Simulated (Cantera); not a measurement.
Stirred combustor or abatement burner

A perfectly stirred reactor is fed with CH₄ : CO : O₂ : N₂ = 1 : 0.75 : 2.53 : 9.5 (molar parts), at 750 Torr; it is adiabatic with a 650 K inlet, and is followed from long to short residence time, starting on the burning branch (τ in s: 0.08, 0.028, 0.0095, 0.0033, 0.0011, 0.00039, 0.00013, 4.6e-05, 1.6e-05).

Cantera simulation using GRI-Mech 3.0 (53 species, 325 reactions); the numbers are that mechanism's predictions, not measurements.

| τ (s) | T (K) | x CH₄ | x CO | x O₂ | x HCN | x CH₃ | x OH | x NO |
|---|---|---|---|---|---|---|---|---|
| 0.080 | 2376 | 1.58e-6 | 0.0173 | 0.0182 | 1.75e-7 | 8.44e-7 | 0.00653 | 0.00346 |
| 0.028 | 2363 | 4.12e-6 | 0.0186 | 0.0195 | 2.91e-7 | 2.15e-6 | 0.00694 | 0.00227 |
| 0.0095 | 2329 | 1.02e-5 | 0.0218 | 0.0217 | 3.55e-7 | 5.06e-6 | 0.00775 | 0.00118 |
| 0.0033 | 2264 | 2.29e-5 | 0.0271 | 0.0249 | 3.49e-7 | 1.03e-5 | 0.00893 | 0.000529 |
| 0.0011 | 2167 | 5.30e-5 | 0.0339 | 0.0291 | 3.45e-7 | 2.09e-5 | 0.0101 | 0.000213 |
| 0.00039 | 2059 | 0.000126 | 0.0408 | 0.0335 | 3.95e-7 | 4.23e-5 | 0.0107 | 9.45e-5 |
| 0.00013 | 1935 | 0.000368 | 0.0495 | 0.0396 | 5.55e-7 | 0.000101 | 0.0102 | 4.18e-5 |
| 4.6e-5 | 1794 | 0.00149 | 0.0665 | 0.0525 | 1.06e-6 | 0.000317 | 0.00779 | 1.49e-5 |
| 1.6e-5 | 650 | 0.0726 | 0.0544 | 0.184 | <1e-12 | <1e-12 | <1e-12 | <1e-12 |
x: mole fraction; the columns are a selection and need not sum to one.
